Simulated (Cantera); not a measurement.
A perfectly stirred reactor is fed with CH4 : H2 : H : H2O = 0.033 : 1 : 0.088 : 0.088 (molar parts), at 1200 Pa; it is held at 1675 K, and followed from long to short residence time.

Cantera simulation using GRI-Mech 3.0 (53 species, 325 reactions); the numbers are that mechanism's predictions, not measurements. Radical loss at walls, strong at low pressure, is not modelled.

x: mole fraction; the columns are a selection and need not sum to one.

```json
[
 {"τ (s)": "4.7", "x CH4": "0.00427", "x H2": "0.913", "x H": "0.00266", "x C2H4": "8.79e-6", "x C2H6": "2.23e-7"},
 {"τ (s)": "1.4", "x CH4": "0.00475", "x H2": "0.910", "x H": "0.00412", "x C2H4": "1.32e-5", "x C2H6": "4.29e-7"},
 {"τ (s)": "0.39", "x CH4": "0.00500", "x H2": "0.907", "x H": "0.00671", "x C2H4": "2.07e-5", "x C2H6": "7.62e-7"},
 {"τ (s)": "0.11", "x CH4": "0.00511", "x H2": "0.902", "x H": "0.0107", "x C2H4": "3.35e-5", "x C2H6": "1.23e-6"},
 {"τ (s)": "0.032", "x CH4": "0.00539", "x H2": "0.895", "x H": "0.0162", "x C2H4": "5.45e-5", "x C2H6": "2.00e-6"},
 {"τ (s)": "0.0092", "x CH4": "0.00618", "x H2": "0.887", "x H": "0.0231", "x C2H4": "8.96e-5", "x C2H6": "3.55e-6"},
 {"τ (s)": "0.0027", "x CH4": "___", "x H2": "0.877", "x H": "___", "x C2H4": "___", "x C2H6": "___"},
 {"τ (s)": "0.00076", "x CH4": "___", "x H2": "0.864", "x H": "___", "x C2H4": "___", "x C2H6": "___"}
]
```

**Question.** Some entries are withheld; supply them.

**Answer.** 
- 0.0027, x CH4: 0.00761
- 0.0027, x H: 0.0312
- 0.0027, x C2H4: 0.000140
- 0.0027, x C2H6: 6.66e-6
- 0.00076, x CH4: 0.00968
- 0.00076, x H: 0.0408
- 0.00076, x C2H4: 0.000194
- 0.00076, x C2H6: 1.18e-5
